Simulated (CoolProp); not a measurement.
Octamethyltrisiloxane (MDM) along the isobar 1.79 MPa: density (kg/m³) from the reference equation and from simpler models built on Tc = 565.4 K, pc = 1.438 MPa, ω = 0.528; each cubic takes its own stable root.

Values from CoolProp's reference Helmholtz-energy equation of state, Thol 2017.

```tsv
T (K)	phase	reference	van der Waals	Soave-Redlich-Kwong
397.5	liquid	714.8	428.5	[?]
421.5	liquid	687.4	415.1	631.7
445.6	liquid	658.2	400.6	603.8
469.6	liquid	626.7	384.7	571.9
493.6	liquid	[?]	[?]	[?]
517.6	liquid	550.9	346.3	489.2
541.7	liquid	[?]	[?]	430.7
565.7	supercritical	417.3	288.2	[?]
```

### Question
What belongs in the gaps?

### Answer

- 397.5, Soave-Redlich-Kwong: 656.1
- 493.6, reference: 591.6
- 493.6, van der Waals: 366.9
- 493.6, Soave-Redlich-Kwong: 534.5
- 541.7, reference: 499.2
- 541.7, van der Waals: 321.3
- 565.7, Soave-Redlich-Kwong: 343.0
